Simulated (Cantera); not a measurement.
Feed: 1 mol B2O3, 0.95 mol H2O, 0.49 mol N2, at 1700 °C and 750 Torr.

Method: chemical equilibrium by Gibbs-energy minimisation in Cantera with the NASA 1993 tables (ideal gas, pure condensed phases). Candidate condensed phases: B, BN, B2O3, B3O3H3, H2O; 39 gas species. Kinetics and transport are ignored.

Q: What is the equilibrium state?

A: 
```
Item                                     Result
------------------------------------  ---------
x(H2O)                                    0.360
x(HBO2)                                   0.331
x(N2)                                     0.273
x(B2O3)                                  0.0304
x(H2)                                   0.00287
x(BO2)                                 0.000955
x(O2)                                  0.000865
x(OH)                                  0.000860
x((HBO2)3)                             0.000390
n(B2O3(l))                            0.647 mol
gas amount                            1.795 mol
log10 activity of B(s) (absent)           -8.48
log10 activity of B3O3H3(s) (absent)     -18.42
```
